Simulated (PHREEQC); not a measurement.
0.69 g of hydrous ferric oxide (600 m²/g; 0.2 weak and 0.005 strong sites per Fe, Dzombak-Morel constants, diffuse double layer) in 1 kg of water with 0.005 mol/kgw of an inert sodium salt and 0.00025 mol/kgw Na2HAsO4, at 25 °C; the pH is set by adding NaOH or the inert anion's acid. Oxygen is held at 0.21 atm. No CO2 enters from the air. No solid was allowed to form.

Base run: PHREEQC, ion-association model, wateq4f.dat. Each further column changes one thing. The table gives surface charge σ (C/m²).

```tsv
pH	base	background salt from 0.005 to 0.0005 mol/kgw	oxide from 0.69 to 3.4 g/kgw	0.00035 mol/kgw CuCl2 added
4	0.139	0.083	0.190	0.147
5	0.060	0.029	0.088	0.066
6	0.021	0.009	0.034	0.025
6.5	0.011	0.005	0.020	0.014
7.5	-0.001	0.000	0.004	0.001
8.5	-0.012	-0.005	-0.006	-0.010
9.5	-0.031	-0.015	-0.022	-0.026
10	-0.044	-0.022	-0.037	-0.037
11	-0.091	-0.062	-0.092	-0.070
12	-0.221	-0.206	-0.226	-0.152
```

 In at least one series the solution becomes supersaturated in solids that the run did not let form, among them Cu(OH)2. The database has no arsenate complexes of Cu. The database's constant for dissolved Cu(OH)2 is higher than later reviews accept.
